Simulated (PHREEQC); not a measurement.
Synthetic water in mmol/kgw, 71 °C, pH 6.26, pe 9.5:

| constituent | mmol/kgw |
|---|---|
| Na | 0.000845 |
| K | 2.11e-05 |
| Ca | 0.00663 |
| Mg | 0.000474 |
| Cl | 0.00481 |
| S(6) | 0.00405 |
| Alkalinity (meq/kgw) | 0.00172 |
| Pb | 8.59e-05 |
| B | 1e-05 |

Cl is adjusted to close the charge balance.
Valence states are taken as typed.

Computed with PHREEQC (ion-association model, wateq4f.dat).

Each row changes one thing in this solution. Precipitation was switched off in this run.

| case | CO2 (mol/kgw) | HCO3- (mol/kgw) | PbOH+ (mol/kgw) | HSO4- (mol/kgw) | CO3-2 (mol/kgw) | H2BO3- (mol/kgw) | SI of Pb(OH)2 (Pb(OH)2) | SI of Cerrusite (PbCO3) |
|---|---|---|---|---|---|---|---|---|
| as made | 2.20e-6 | 1.97e-6 | 2.86e-9 | 6.73e-10 | 2.73e-10 | 2.18e-11 | -1.36 | -4.02 |
| B from 1e-05 to 5e-06 mmol/kgw | 2.20e-6 | 1.97e-6 | 2.86e-9 | 6.73e-10 | 2.73e-10 | 1.09e-11 | -1.36 | -4.02 |
| pH from 6.26 to 6.56 at the same alkalinity | 7.83e-7 | 1.40e-6 | 5.52e-9 | 3.37e-10 | [?] | 4.33e-11 | -0.77 | [?] |
| temperature from 71 to 30 °C at the same typed pH | 2.61e-6 | 2.24e-6 | 2.87e-9 | [?] | 2.14e-10 | 1.15e-11 | [?] | -3.70 |
| S(6) from 0.00405 to 0.00202 mmol/kgw | 2.20e-6 | 1.97e-6 | 2.87e-9 | [?] | 2.73e-10 | 2.18e-11 | -1.35 | -4.02 |

Question: Fill in the missing entries.

Answer: 
- pH from 6.26 to 6.56 at the same alkalinity, CO3-2 (mol/kgw): 3.86e-10
- pH from 6.26 to 6.56 at the same alkalinity, SI of Cerrusite (PbCO3): -3.88
- temperature from 71 to 30 °C at the same typed pH, HSO4- (mol/kgw): 2.37e-10
- temperature from 71 to 30 °C at the same typed pH, SI of Pb(OH)2 (Pb(OH)2): -2.56
- S(6) from 0.00405 to 0.00202 mmol/kgw, HSO4- (mol/kgw): 3.36e-10

Species that the database lacks are ignored. Constants without temperature data keep their 25 °C values here.
